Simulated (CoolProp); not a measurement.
A closed Brayton cycle with dry air: compressor inlet 316.15 K and 6.3 MPa, high pressure 21.8 MPa, turbine inlet 680 K, compressor efficiency 0.89, turbine efficiency 0.9, recuperator effectiveness 0.95 (on enthalpy, no pinch check). Each further row changes one setting.

Model: reference Helmholtz-energy equation of state, Lemmon 2000, in CoolProp. It is a pseudo-pure fit of the blend.

```json
[
 {"case": "as stated", "thermal efficiency (%)": "…", "net work (kJ/kg)": "35.7", "compressor to turbine work": "0.82", "compressor exit (K)": "469.3", "turbine exit (K)": "502.1"},
 {"case": "turbine inlet 630 K", "thermal efficiency (%)": "11.8", "net work (kJ/kg)": "21.1", "compressor to turbine work": "0.88", "compressor exit (K)": "469.3", "turbine exit (K)": "463.5"},
 {"case": "compressor inlet 326.15 K", "thermal efficiency (%)": "…", "net work (kJ/kg)": "30.4", "compressor to turbine work": "0.84", "compressor exit (K)": "483.8", "turbine exit (K)": "502.1"},
 {"case": "high pressure 18.5 MPa", "thermal efficiency (%)": "21.1", "net work (kJ/kg)": "38.3", "compressor to turbine work": "…", "compressor exit (K)": "…", "turbine exit (K)": "…"},
 {"case": "recuperator effectiveness 0.5", "thermal efficiency (%)": "16.5", "net work (kJ/kg)": "35.7", "compressor to turbine work": "0.82", "compressor exit (K)": "469.3", "turbine exit (K)": "502.1"}
]
```

Problem. Complete the blanks.

Solution. 
- as stated, thermal efficiency (%): 17.8
- compressor inlet 326.15 K, thermal efficiency (%): 15.3
- high pressure 18.5 MPa, compressor to turbine work: 0.78
- high pressure 18.5 MPa, compressor exit (K): 445.9
- high pressure 18.5 MPa, turbine exit (K): 522.7
